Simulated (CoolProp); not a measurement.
R236FA along the isotherm 126.85 °C: density (kg/m³) from the reference equation and from simpler models built on Tc = 124.9 °C, pc = 3.191 MPa, ω = 0.377; each cubic takes its own stable root.

Computed with CoolProp (reference Helmholtz-energy equation of state, Pan 2012).

```json
[
 {"p (MPa)": "0.199", "phase": "gas", "reference": "9.298", "ideal gas": "9.097", "van der Waals": "9.270", "Redlich-Kwong": "9.295", "Peng-Robinson": "9.317"},
 {"p (MPa)": "0.399", "phase": "gas", "reference": "19.08", "ideal gas": "18.24", "van der Waals": "18.96", "Redlich-Kwong": "19.06", "Peng-Robinson": "19.16"},
 {"p (MPa)": "0.598", "phase": "gas", "reference": "29.30", "ideal gas": "27.34", "van der Waals": "29.01", "Redlich-Kwong": "29.26", "Peng-Robinson": "29.47"},
 {"p (MPa)": "0.798", "phase": "gas", "reference": "40.12", "ideal gas": "36.48", "van der Waals": "39.59", "Redlich-Kwong": "40.05", "Peng-Robinson": "40.44"},
 {"p (MPa)": "0.997", "phase": "gas", "reference": "51.52", "ideal gas": "45.58", "van der Waals": "50.64", "Redlich-Kwong": "51.39", "Peng-Robinson": "52.04"},
 {"p (MPa)": "1.2", "phase": "gas", "reference": "63.90", "ideal gas": "54.86", "van der Waals": "62.54", "Redlich-Kwong": "63.68", "Peng-Robinson": "64.67"},
 {"p (MPa)": "1.4", "phase": "gas", "reference": "76.96", "ideal gas": "64.00", "van der Waals": "74.98", "Redlich-Kwong": "76.63", "Peng-Robinson": "78.04"},
 {"p (MPa)": "1.6", "phase": "gas", "reference": "91.06", "ideal gas": "73.14", "van der Waals": "88.28", "Redlich-Kwong": "90.56", "Peng-Robinson": "92.50"}
]
```
